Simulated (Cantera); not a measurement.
Feed: 1 mol SO2, 0.8 mol H2, held at 625 °C.

Cantera equilibrium calculation (NASA polynomials, part measured and part estimated; ideal gas, pure solids and liquids). Candidate condensed phases: H2O, H2SO4, S; 19 gas species. Gases not in the tables: S3 to S7. Kinetics and transport are ignored.

Problem. At 710 Pa, list the 5 most abundant gas species with their mole fractions, and the condensed phases.

Solution. H2O 0.478, SO2 0.389, S2 0.106, H2S 0.0232, S2O 0.00207. Condensed: gas only.
